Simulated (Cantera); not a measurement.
Input: 1 mol C2F6, a varied amount of H2, held at 3498.15 K and 1.00 bar.

These are equilibrium values from Cantera (NASA tables, ideal gas, pure condensed phases), not measurements of a reactor. Candidate condensed phases: C, C6H6, C7H8, C8H18; 95 gas species. The feed counts by its element totals alone. Rates play no part.

**Question.** At 1.3 mol H2, list the 5 most abundant gas species with their mole fractions, and the condensed phases.

**Answer.** HF 0.444, F 0.336, CF 0.0932, CF2 0.0822, C3 0.0288. Condensed: C(graphite).
